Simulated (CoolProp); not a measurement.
Vapour-liquid equilibrium of propylene (1) + n-hexane (2) at 266 K; x and y are mole fractions of (1).

The numbers come from the multi-fluid Helmholtz-energy mixture model, Lemmon 2013 and Thol 2019; pair parameters Bell 2016 in CoolProp.

```tsv
x	bubble pressure, mixture model (MPa)	bubble pressure, Raoult's law (MPa)	y, mixture model	y, Raoult's law
0.05	0.04038	0.02731	0.901	0.858
0.125	0.08154	0.06218	0.953	0.943
0.2	0.1139	0.09705	0.968	0.966
0.275	0.1422	0.1319	0.975	0.978
0.35	0.1694	0.1668	0.981	0.984
0.425	0.1970	0.2016	0.984	0.988
0.5	0.2262	0.2365	0.988	0.991
0.575	0.2576	0.2714	0.990	0.994
0.65	0.2911	0.3062	0.993	0.995
0.725	0.3269	0.3411	0.995	0.997
0.8	0.3645	0.3760	0.997	0.998
0.875	0.4033	0.4109	0.998	0.999
0.95	0.4427	0.4457	0.999	1.000
```

The largest gap from Raoult's law is +47.9 % in bubble pressure, at x = 0.05. No azeotrope shows between x = 0.05 and 0.95.

Pair parameters are fitted to limited data, so mixtures are less certain than the pure fluids. The gap from Raoult's law changes sign with composition, which may be real or a fault of the pair parameters; it wasn't checked against measurements.
